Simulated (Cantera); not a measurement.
Mixture: 4.25 % CH₄, 0.595 % H₂, 20.0 % O₂, 75.2 % N₂, equivalence ratio 0.44, at 4050 Torr, adiabatic and at constant volume. Ignition delay is the time to a rise of 400 K.

Computed with Cantera and GRI-Mech 3.0 (53 species, 325 reactions).

Problem. Predict: delay at 1250 K; delay at 1400 K; delay at 1550 K; delay at 1700 K; delay at 1850 K; apparent activation energy between 1700 and 1850 K.

Solution. 
- delay at 1250 K: 1.09 ms
- delay at 1400 K: 0.283 ms
- delay at 1550 K: 86.4 µs
- delay at 1700 K: 31.7 µs
- delay at 1850 K: 13.7 µs
- apparent activation energy between 1700 and 1850 K: 150 kJ/mol
